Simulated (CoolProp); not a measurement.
Vinyl chloride at 327.15 K and 0.429 MPa is throttled through a valve to 0.279 MPa with no heat exchange. Each further row changes one setting.

Model: reference Helmholtz-energy equation of state, Thol 2022, in CoolProp.

```json
[
 {"case": "as stated", "temperature change (K)": "-3.2", "final density (kg/m³)": "6.74"},
 {"case": "outlet pressure 0.0837 MPa", "temperature change (K)": "-7.4", "final density (kg/m³)": "1.99"},
 {"case": "outlet pressure 0.363 MPa", "temperature change (K)": "-1.4", "final density (kg/m³)": "8.83"}
]
```
